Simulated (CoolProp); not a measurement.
Vapour-liquid equilibrium of propane (1) + isobutene (2) at 1250 kPa; x and y are mole fractions of (1).

Values from CoolProp's multi-fluid Helmholtz-energy mixture model, Lemmon 2009 and Lemmon 2005; pair parameters Bell 2016.

### Question
Give the bubble temperature and the first vapour's composition at x = 0.575, 0.65, 0.95. Is there an azeotrope?

### Answer
x = 0.575: 323.6 K, y = 0.735; x = 0.65: 320.9 K, y = 0.791; x = 0.95: 310.8 K, y = 0.976. No azeotrope shows between x = 0.05 and 0.95.

The pair parameters rest on a limited set of measurements; away from them the model extrapolates. The gap from Raoult's law changes sign with composition, which may be real or a fault of the pair parameters; it wasn't checked against measurements.
